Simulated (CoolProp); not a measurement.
Methane along the isobar 61.8 bar: fugacity coefficient from the reference equation and from simpler models built on Tc = 190.6 K, pc = 45.99 bar, ω = 0.011; each cubic takes its own stable root.

Model: reference Helmholtz-energy equation of state, Setzmann 1991, in CoolProp.

```json
[
 {"T (K)": "168.1", "phase": "liquid", "reference": "0.3132", "Redlich-Kwong": "0.3170", "Soave-Redlich-Kwong": "0.3197", "Peng-Robinson": "0.3070"},
 {"T (K)": "189.5", "phase": "liquid", "reference": "0.5196", "Redlich-Kwong": "0.5250", "Soave-Redlich-Kwong": "0.5250", "Peng-Robinson": "0.5032"},
 {"T (K)": "211", "phase": "supercritical", "reference": "0.6859", "Redlich-Kwong": "0.6832", "Soave-Redlich-Kwong": "0.6841", "Peng-Robinson": "0.6564"},
 {"T (K)": "232.4", "phase": "supercritical", "reference": "0.7705", "Redlich-Kwong": "0.7669", "Soave-Redlich-Kwong": "0.7695", "Peng-Robinson": "0.7407"},
 {"T (K)": "253.8", "phase": "supercritical", "reference": "0.8275", "Redlich-Kwong": "0.8236", "Soave-Redlich-Kwong": "0.8280", "Peng-Robinson": "0.7996"},
 {"T (K)": "275.2", "phase": "supercritical", "reference": "0.8686", "Redlich-Kwong": "0.8646", "Soave-Redlich-Kwong": "0.8707", "Peng-Robinson": "0.8432"},
 {"T (K)": "296.6", "phase": "supercritical", "reference": "0.8993", "Redlich-Kwong": "0.8952", "Soave-Redlich-Kwong": "0.9027", "Peng-Robinson": "0.8765"},
 {"T (K)": "318.1", "phase": "supercritical", "reference": "0.9228", "Redlich-Kwong": "0.9186", "Soave-Redlich-Kwong": "0.9272", "Peng-Robinson": "0.9025"}
]
```
